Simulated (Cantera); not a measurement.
Cantera run, input and output.

```python
import numpy as np
import cantera as ct

gas = ct.Solution("gri30.yaml")
gas.TPX = 1125, 500000, {'CO': 0.0071, 'O2': 0.014, 'H2O': 0.00028, 'N2': 1}
inlet = ct.Reservoir(gas, clone=True)

reactor = ct.IdealGasConstPressureReactor(gas, energy="off", clone=False)
exhaust = ct.Reservoir(gas, clone=True)
tau = [22, 6.4, 1.9, 0.53, 0.15, 0.044, 0.013, 0.0037, 0.0011][0]
for a, b in ((inlet, reactor), (reactor, exhaust)):
    ct.MassFlowController(a, b, mdot=lambda t: reactor.mass / tau)
net = ct.ReactorNet([reactor])
show = ['CO', 'O2', 'H2O', 'N2O', 'NO', 'OH']

rows = []
print(f"{'tau/s':>10s}{'T/K':>9s}" + "".join(f"{s:>11s}" for s in show))
for tau in [22, 6.4, 1.9, 0.53, 0.15, 0.044, 0.013, 0.0037, 0.0011]:
    net.initial_time = 0.0
    net.advance(30 * tau)
    before = gas.X
    net.advance(40 * tau)
    drift = np.max(np.abs(gas.X - before) / (gas.X + 1e-9))
    rows.append([gas.T, *gas[show].X, drift])
    print(f"{tau:10.3e}{gas.T:9.1f}" + "".join(f"{x:11.3e}" for x in gas[show].X))
```

Output:

```
     tau/s      T/K         CO         O2        H2O        N2O         NO         OH
 2.200e+01   1125.0  4.376e-04  1.048e-02  2.747e-04  1.980e-06  2.431e-07  4.180e-08
 6.400e+00   1125.0  1.165e-03  1.084e-02  2.742e-04  2.368e-06  1.640e-07  4.407e-08
 1.900e+00   1125.0  2.613e-03  1.156e-02  2.734e-04  1.994e-06  6.928e-08  4.569e-08
 5.300e-01   1125.0  4.665e-03  1.257e-02  2.726e-04  1.071e-06  1.447e-08  4.533e-08
 1.500e-01   1125.0  6.139e-03  1.330e-02  2.725e-04  3.860e-07  1.639e-09  4.158e-08
 4.400e-02   1125.0  6.736e-03  1.360e-02  2.732e-04  1.073e-07  1.266e-10  3.310e-08
 1.300e-02   1125.0  6.918e-03  1.369e-02  2.738e-04  1.866e-08  4.679e-12  1.562e-08
 3.700e-03   1125.0  6.951e-03  1.371e-02  2.741e-04  1.612e-10  1.194e-15  1.993e-10
 1.100e-03   1125.0  6.951e-03  1.371e-02  2.741e-04  2.067e-11  9.377e-17  3.450e-11
```

Detailed kinetics in Cantera: GRI-Mech 3.0 (53 species, 325 reactions).
